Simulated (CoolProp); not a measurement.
Vapour pressure (bar) of octamethylcyclotetrasiloxane (D4): the reference equation beside estimates from Tc = 313.4 °C, pc = 13.47 bar, ω = 0.598. Clausius-Clapeyron is anchored at 64.95 °C with a constant enthalpy of vaporisation of 50.72 kJ/mol.

The numbers come from the reference Helmholtz-energy equation of state, Thol 2015 in CoolProp.

| T (°C) | reference | Lee-Kesler | Clausius-Clapeyron |
|---|---|---|---|
| 64.95 | 0.01683 | 0.01763 | 0.01683 |
| 74.55 | 0.02762 | ___ | 0.02769 |
| 84.15 | 0.04376 | 0.04483 | 0.04437 |
| 93.75 | 0.06717 | 0.06828 | 0.06936 |
| 103.35 | ___ | 0.1012 | 0.1060 |
| 113.05 | 0.1461 | 0.1470 | 0.1592 |
| 122.65 | 0.2072 | 0.2078 | 0.2335 |
| 132.25 | 0.2875 | ___ | 0.3364 |
| 141.85 | ___ | ___ | 0.4764 |
| 151.45 | 0.5225 | 0.5217 | ___ |
| 161.05 | ___ | 0.6853 | ___ |

**Question.** Some entries are withheld; supply them.

**Answer.** 
- 74.55, Lee-Kesler: 0.02857
- 103.35, reference: 0.1002
- 132.25, Lee-Kesler: 0.2877
- 141.85, reference: 0.3911
- 141.85, Lee-Kesler: 0.3909
- 151.45, Clausius-Clapeyron: 0.6643
- 161.05, reference: 0.6866
- 161.05, Clausius-Clapeyron: 0.9126

Absolute difference from the reference over all 11 rows, mean and median: Lee-Kesler 1.3 and 0.6 %, Clausius-Clapeyron 11.9 and 9.0 %.
